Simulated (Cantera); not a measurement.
## Gas-phase reforming

An isothermal, constant-pressure homogeneous reactor starts with CH4 : H2O : H2 = 1 : 3.7 : 0.056 (molar parts), at 1698 K and 0.310 bar.

Detailed kinetics in Cantera: GRI-Mech 3.0 (53 species, 325 reactions).

```tsv
t (s)	x CH4	x H2O	x H2	x C2H	x CH2
8.00e-6	0.210	0.778	0.0118	<1e-12	5.64e-10
4.39e-5	0.210	0.778	0.0119	<1e-12	1.39e-8
0.000241	0.209	0.777	0.0127	5.65e-12	2.33e-7
0.00133	0.192	0.770	0.0283	5.16e-9	9.47e-7
0.00728	0.125	0.722	0.116	8.22e-8	6.49e-7
0.0400	0.0470	0.645	0.234	1.61e-7	3.85e-7
0.220	0.0202	0.529	0.345	1.03e-7	1.65e-7
1.21	0.00849	0.407	0.447	1.50e-8	3.54e-8
6.63	0.000323	0.373	0.479	1.92e-11	9.21e-10
36.4	1.47e-9	0.372	0.480	<1e-12	<1e-12
200	1.46e-9	0.372	0.480	<1e-12	<1e-12
```
x: mole fraction; the columns are a selection and need not sum to one.

Equilibrium at this temperature and pressure: CH4 1.81e-9, H2O 0.372, H2 0.480, C2H <1e-12, CH2 <1e-12 (gas phase only).
